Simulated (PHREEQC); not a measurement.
TMAH is added in steps, without added water, to 1 kg of water holding 18 mmol/kgw HBr, 50 mmol/kgw CaCl2 and 4.1 mmol/kgw MgCl2, at 25 °C. Oxygen alone is held at its pressure in air (log pO2 = -0.68). The system is closed to CO2. Solids allowed: Brucite, Portlandite. Others were left out.

Base run: PHREEQC, ion-association model, wateq4f.dat. Each further column changes one thing. The table gives pH.

| TMAH added (mol) | base | metal-ligand complexes left out | Davies equation for every ion | all activity coefficients set to 1 |
|---|---|---|---|---|
| 0 | 1.84 | 1.84 | 1.87 | 1.74 |
| 0.0028 | 1.91 | 1.91 | 1.94 | 1.82 |
| 0.0042 | 1.96 | 1.96 | 1.98 | 1.86 |
| 0.007 | 2.05 | 2.05 | 2.08 | 1.96 |
| 0.0098 | 2.18 | 2.18 | 2.21 | 2.09 |
| 0.0112 | 2.26 | 2.26 | 2.29 | 2.17 |
| 0.014 | 2.49 | 2.49 | 2.52 | 2.40 |
| 0.0168 | 3.02 | 3.02 | 3.05 | 2.92 |
| 0.0182 | 9.85 | 9.85 | 9.87 | 9.62 |
| 0.021 | 9.94 | 9.94 | 9.96 | 9.71 |
| 0.0238 | 10.09 | 10.09 | 10.11 | 9.87 |
| 0.0252 | 10.24 | 10.24 | 10.26 | 10.04 |
| 0.028 | 11.02 | 11.02 | 11.04 | 11.00 |

(CH3)4N+ isn't in the database: it is added as a free cation with an ion size of 4 Å.
